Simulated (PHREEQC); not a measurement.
# Brackish or sea water (model solution)

A made-up water analysis in mg/kgw, 25 °C, pH 7.25, pe 1.3:

| constituent | mg/kgw |
|---|---|
| Na | 3630 |
| K | 950 |
| Ca | 361 |
| Mg | 79.3 |
| Cl | 6610 |
| S(6) as SO4 | 793 |
| Alkalinity as HCO3 | 1.19 |
| Mn(2) | 5.75 |
| Sr | 13.1 |

Valence states are taken as typed.

Computed with PHREEQC (ion-association model, wateq4f.dat).

This is a speciation only: nothing precipitates in the calculation.

Q: Predict the activity of water, charge-balance error.

A: activity of water 0.993; charge-balance error 1.1 %.

Q: In which forms is Ca present?

A: Ca+2 91 %, CaSO4 8.6 % of the Ca.

Complexes and solids missing from the database can't appear.
